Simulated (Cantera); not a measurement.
## Adiabatic ignition

An adiabatic, constant-pressure homogeneous reactor starts with CH4 : O2 : N2 = 1 : 1.33 : 5.01 (molar parts), equivalence ratio 1.5, at 1098 K and 6980 Torr.

Detailed kinetics in Cantera: GRI-Mech 3.0 (53 species, 325 reactions).

```csv
t (s),T (K),x CH4,x O2,x CH2O,x NO,x CH2CO,x C2H,x H
3.00e-6,1098,0.136,0.181,2.54e-11,<1e-12,<1e-12,<1e-12,<1e-12
1.15e-5,1098,0.136,0.181,3.79e-10,<1e-12,<1e-12,<1e-12,<1e-12
4.38e-5,1098,0.136,0.181,5.91e-9,<1e-12,<1e-12,<1e-12,2.43e-12
0.000168,1098,0.136,0.181,1.10e-7,<1e-12,<1e-12,<1e-12,1.67e-11
0.000641,1098,0.136,0.181,2.54e-6,<1e-12,<1e-12,<1e-12,1.26e-10
0.00245,1098,0.136,0.181,2.33e-5,<1e-12,2.67e-11,<1e-12,2.54e-10
0.00936,1100,0.136,0.181,0.000164,<1e-12,2.53e-9,<1e-12,1.17e-9
0.0358,2511,6.00e-11,2.23e-5,2.56e-8,0.000216,<1e-12,<1e-12,0.00240
0.137,2511,6.00e-11,2.23e-5,2.56e-8,0.000216,<1e-12,<1e-12,0.00240
0.523,2511,6.00e-11,2.23e-5,2.56e-8,0.000216,<1e-12,<1e-12,0.00240
2.00,2511,6.00e-11,2.23e-5,2.56e-8,0.000216,<1e-12,<1e-12,0.00240
```
x: mole fraction; the columns are a selection and need not sum to one.

```
Quantity                                                              Result
---------------------------------  -----------------------------------------
time of steepest temperature rise                                    24.2 ms
temperature at 2.00 s                                                 2511 K
equilibrium temperature                                               2511 K
x(CH4) at 2.00 s                   6.00e-11 (gas-phase equilibrium 6.76e-11)
x(O2) at 2.00 s                      2.23e-5 (gas-phase equilibrium 2.23e-5)
x(CH2O) at 2.00 s                    2.56e-8 (gas-phase equilibrium 2.56e-8)
```
